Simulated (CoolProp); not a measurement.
Values from CoolProp's reference Helmholtz-energy equation of state, de Reuck 1993.

For methanol, give the phase and the Z, cp (kJ/(kg K)), cv (kJ/(kg K)), expansivity (1/kK) at 346.85 °C and 61.6 MPa; 346.85 °C and 71.9 MPa.


- 346.85 °C and 61.6 MPa: supercritical; Z 0.744, cp 4.67, cv 3.31, expansivity 2.56
- 346.85 °C and 71.9 MPa: supercritical; Z 0.825, cp 4.55, cv 3.30, expansivity 2.17
